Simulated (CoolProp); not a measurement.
cis-2-butene along the isotherm 407.6 K: density (kg/m³) from the reference equation and from simpler models built on Tc = 435.8 K, pc = 42.36 bar, ω = 0.202; each cubic takes its own stable root.

The numbers come from the reference Helmholtz-energy equation of state, Lemmon 2005 in CoolProp. It is a short technical equation, of lower accuracy than the large ones.

| p (bar) | phase | reference | Redlich-Kwong | Peng-Robinson |
|---|---|---|---|---|
| 0.335 | gas | 0.5565 | 0.5564 | 0.5567 |
| 0.505 | gas | 0.8404 | 0.8402 | 0.8407 |
| 0.762 | gas | 1.271 | 1.271 | 1.272 |
| 1.15 | gas | 1.927 | 1.926 | 1.928 |
| 1.73 | gas | 2.916 | 2.914 | 2.920 |
| 2.62 | gas | … | 4.453 | 4.468 |
| 3.95 | gas | 6.824 | 6.809 | … |
| 5.96 | gas | 10.54 | 10.50 | 10.58 |
| 8.98 | gas | 16.50 | 16.40 | 16.60 |
| 13.6 | gas | … | 26.42 | 26.94 |
| 20.4 | gas | 45.69 | 44.44 | … |
| 30.8 | liquid | 443.0 | 356.0 | 419.8 |
| 46.5 | liquid | 459.2 | 386.3 | 447.0 |
| 70.2 | liquid | 476.4 | 414.5 | 474.6 |
| 106 | liquid | 494.8 | 442.8 | … |

Question: Complete the blanks.

Answer: 
- 2.62, reference: 4.459
- 3.95, Peng-Robinson: 6.842
- 13.6, reference: 26.74
- 20.4, Peng-Robinson: 46.03
- 106, Peng-Robinson: 503.4
